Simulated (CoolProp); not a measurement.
Model: reference Helmholtz-energy equation of state, Lemmon 2016, in CoolProp.

**Question.** Give the vapour pressure (MPa), liquid density (kg/m³), liquid cp (kJ/(kg K)) of saturated R115 at 258.5 K.

**Answer.** 
| T (K) | p (MPa) | liquid density (kg/m³) | liquid cp (kJ/(kg K)) |
|---|---|---|---|
| 258.5 | 0.270 | 1460 | 0.984 |
